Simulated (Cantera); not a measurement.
A freely propagating, adiabatic, planar premixed flame of H₂ : O₂ : N₂ : H₂O = 1 : 0.532 : 2 : 0.18 (molar parts), unburnt at 500 K and 10.0 bar; mixture-averaged transport, grid criteria slope 0.08 and curve 0.16, no radiation.

Cantera simulation using the H2/O2 subset of GRI-Mech 3.0, which has no nitrogen chemistry; the numbers are that mechanism's predictions, not measurements. The hydrogen kinetics of GRI-Mech 3.0 are dated; newer H2 mechanisms differ, most at raised pressure. Burning velocities carry a grid error of a few per cent, more on coarse grids.

```tsv
quantity	before	after
laminar burning velocity	247 cm/s	214 cm/s
thermal thickness	0.0275 mm	0.0267 mm
peak x(HO₂)	0.00148	0.00153
peak x(OH)	0.0117	0.0127
peak x(H)	0.00883	0.00558
```

Question: Name the change that produced these shifts.
A. N2 2 to 1.5 parts
B. inlet temperature 500 to 400 K
C. O2 0.532 to 0.68 parts
D. inlet temperature 500 to 375 K

Answer: C, O2 0.532 to 0.68 parts
